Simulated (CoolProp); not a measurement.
Vapour pressure (bar) of methane: the reference equation beside estimates from Tc = 190.6 K, pc = 45.99 bar, ω = 0.011.

Model: reference Helmholtz-energy equation of state, Setzmann 1991, in CoolProp.

| T (K) | reference | Lee-Kesler | van der Waals | Peng-Robinson |
|---|---|---|---|---|
| 150.9 | 10.83 | 10.85 | 16.81 | 10.90 |
| 153.9 | 12.35 | 12.38 | (withheld) | 12.44 |
| 156.9 | 14.03 | 14.05 | 20.11 | 14.13 |
| 159.9 | 15.86 | 15.87 | 21.90 | 15.98 |
| 162.9 | 17.85 | 17.86 | 23.79 | (withheld) |
| 165.9 | 20.02 | 20.03 | 25.78 | 20.19 |
| 168.9 | 22.37 | 22.37 | 27.86 | (withheld) |
| 171.8 | 24.83 | 24.82 | 29.97 | 25.04 |
| 174.8 | 27.57 | 27.57 | 32.26 | (withheld) |
| 177.8 | 30.53 | 30.53 | 34.65 | 30.77 |
| 180.8 | 33.73 | 33.73 | (withheld) | 33.96 |
| 183.8 | 37.17 | 37.18 | 39.74 | 37.39 |

### Question
What belongs in the gaps?

### Answer

- 153.9, van der Waals: 18.42
- 162.9, Peng-Robinson: 18.00
- 168.9, Peng-Robinson: 22.56
- 174.8, Peng-Robinson: 27.80
- 180.8, van der Waals: 37.14

Absolute difference from the reference over all 12 rows, mean and median: Lee-Kesler 0.1 and 0.0 %, van der Waals 28.4 and 26.7 %, Peng-Robinson 0.8 and 0.8 %.
